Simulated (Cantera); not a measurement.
An isothermal, constant-pressure homogeneous reactor starts with NH3 : H2 = 1 : 0.94 (molar parts), at 2275 K and 0.0267 bar.

Computed with Cantera and the gas-phase N/H chemistry of the illustrative SiF4/NH3 mechanism in the Surface Chemkin manual (1991). Walls and surfaces, which speed up NH3 decomposition in real reactors, are not modelled.

One state of this run: x NH3 = 0.504; x H2 = 0.490; x N = 6.14e-6; x N2H4 = 1.29e-8; x N2H2 = 1.27e-5; x NH2 = 0.00271; x NH = 8.68e-5. x: mole fraction; the columns are a selection and need not sum to one.

Task: Which value of t (s) does it belong to?
(A) 8.72e-5
(B) 0.00197
(C) 1.00
(D) 0.0966

Result: B, 0.00197
